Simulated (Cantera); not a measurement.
A perfectly stirred reactor is fed with CH4 : O2 : N2 = 1 : 2.6 : 9.77 (molar parts), equivalence ratio 0.77, at 1.00 atm; it is adiabatic with a 448 K inlet, and is followed from long to short residence time, starting on the burning branch (τ in s: 0.26, 0.12, 0.054, 0.024, 0.011, 0.0049, 0.0022, 0.001, 0.00045, 0.0002, 9.1e-05, 4.1e-05, 1.8e-05).

Model: GRI-Mech 3.0 (53 species, 325 reactions), integrated in Cantera.

Question: What does this change do: CH4 1 to 0.6 parts?

Answer: 
```tsv
quantity	before	after
blow-out, bracketed by the residence times tried	burning at 91.0 µs, out at 41.0 µs	burning at 1.00 ms, out at 0.450 ms
x(CH4) at τ = 0.260 s	2.11e-6	1.38e-5
x(O2) at τ = 0.260 s	0.0445	0.108
x(CO2) at τ = 0.260 s	0.0738	0.0461
x(C2H6) at τ = 0.260 s	1.94e-12	1.39e-9
x(C2H4) at τ = 0.260 s	6.45e-11	5.74e-9
x(CH4) at τ = 2.20 ms	7.04e-5	0.000367
x(O2) at τ = 2.20 ms	0.0476	0.111
x(CO2) at τ = 2.20 ms	0.0666	0.0405
x(C2H6) at τ = 2.20 ms	7.96e-10	9.51e-8
x(C2H4) at τ = 2.20 ms	1.72e-8	1.73e-7
```
